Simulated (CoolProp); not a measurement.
Saturation properties of hydrogen sulfide (Tc = 373.1 K, pc = 8.999 MPa, ω = 0.101).

Computed with CoolProp (reference Helmholtz-energy equation of state, Lemmon 2006). It is a short technical equation, of lower accuracy than the large ones.

```csv
T (K),p (MPa),liquid density (kg/m³),vapour density (kg/m³),surface tension (mN/m),vapour viscosity (µPa s)
253.8,0.5587,873.1,9.761,19.8,9.70
257.9,0.6416,864.9,11.12,19.0,9.84
262,0.7334,856.6,12.62,18.2,9.97
266.1,0.8346,848.1,14.27,17.4,10.1
270.2,0.9459,839.4,16.09,16.6,10.2
274.2,1.065,830.8,18.03,15.8,10.4
278.3,1.197,821.8,20.20,15.0,10.5
282.4,1.342,812.6,22.58,14.2,10.7
286.5,1.499,803.2,25.17,13.5,10.8
290.6,1.669,793.6,28.00,12.7,11.0
294.7,1.852,783.7,31.08,11.9,11.2
298.7,2.045,773.8,34.36,11.2,11.3
302.8,2.257,763.4,38.01,10.5,11.5
306.9,2.484,752.6,42.00,9.74,11.7
```

It boils at 212.9 K under 1 atm.

Viscosity comes from a separate model (Quiñones-Cisneros 2012). Surface tension comes from a separate correlation (Mulero 2012).
